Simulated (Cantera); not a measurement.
What does this Cantera script print?

```python
import numpy as np
import cantera as ct

gas = ct.Solution("gri30.yaml")
gas.TPX = 1025, 100000, {'N2O': 1, 'N2': 2.8, 'H2O': 0.038}
reactor = ct.IdealGasConstPressureReactor(gas, energy="off", clone=False)
net = ct.ReactorNet([reactor])
net.rtol, net.atol = 1e-08, 1e-18
show = ['N2O', 'NO2', 'O', 'NO', 'N2']
times = np.geomspace(7e-05, 10, 13)

steps = ct.SolutionArray(gas, extra=["t"])
rows = []
print(f"{'t/s':>10s}{'T/K':>9s}{'P/Pa':>11s}" + "".join(f"{s:>11s}" for s in show))
for t in times:
    while net.time < t:
        t_next = net.step()
        steps.append(gas.state, t=t_next)
    rows.append([np.interp(t, steps.t, y) for y in (steps.T, steps.P, *steps(*show).X.T)])
    print(f"{t:10.3e}{rows[-1][0]:9.1f}{rows[-1][1]:11.4g}" + "".join(f"{x:11.3e}" for x in rows[-1][2:]))
rate = np.gradient(steps.T, steps.t)
print("integrator steps:", len(steps.t))
if steps.T.max() > steps.T[0] + 200:
    print(f"time of steepest temperature rise: {steps.t[rate.argmax()]:.4e} s")
gas.TPX = 1025, 100000, {'N2O': 1, 'N2': 2.8, 'H2O': 0.038}
gas.equilibrate("TP")
print(f"equilibrium (TP): T = {gas.T:.1f} K  " + "  ".join(f"{s} {gas[s].X[0]:.3e}" for s in show))
```

Result:

```
       t/s      T/K       P/Pa        N2O        NO2          O         NO         N2
 7.000e-05   1025.0      1e+05  2.606e-01  5.435e-15  5.601e-08  5.053e-09  7.295e-01
 1.882e-04   1025.0      1e+05  2.606e-01  9.652e-14  6.941e-08  2.094e-08  7.295e-01
 5.061e-04   1025.0      1e+05  2.606e-01  1.263e-12  7.038e-08  6.683e-08  7.295e-01
 1.361e-03   1025.0      1e+05  2.605e-01  2.718e-11  7.036e-08  1.904e-07  7.295e-01
 3.659e-03   1025.0      1e+05  2.605e-01  1.000e-09  7.030e-08  5.217e-07  7.296e-01
 9.840e-03   1025.0      1e+05  2.605e-01  3.091e-08  7.016e-08  1.384e-06  7.296e-01
 2.646e-02   1025.0      1e+05  2.605e-01  4.182e-07  7.003e-08  3.390e-06  7.296e-01
 7.114e-02   1025.0      1e+05  2.603e-01  2.351e-06  6.980e-08  7.875e-06  7.297e-01
 1.913e-01   1025.0      1e+05  2.599e-01  8.703e-06  6.888e-08  1.862e-05  7.299e-01
 5.144e-01   1025.0      1e+05  2.587e-01  2.293e-05  6.680e-08  4.915e-05  7.306e-01
 1.383e+00   1025.0      1e+05  2.556e-01  4.228e-05  6.399e-08  1.445e-04  7.323e-01
 3.719e+00   1025.0      1e+05  2.475e-01  5.985e-05  6.104e-08  4.145e-04  7.367e-01
 1.000e+01   1025.0      1e+05  2.276e-01  7.555e-05  5.697e-08  1.084e-03  7.475e-01
integrator steps: 1015
equilibrium (TP): T = 1025.0 K  N2O 2.716e-09  NO2 1.077e-06  O 1.128e-10  NO 3.213e-05  N2 8.760e-01
```

Detailed kinetics in Cantera: GRI-Mech 3.0 (53 species, 325 reactions). GRI-Mech 3.0 was tuned for natural gas; its chemistry of N2O as a main component is partial and can be far from experiment. The mechanism lacks the step 2 NO + O2 → 2 NO2, which can matter for NO2 below about 1400 K. The temperature is held fixed by assumption; the heat of reaction is taken as removed at once.
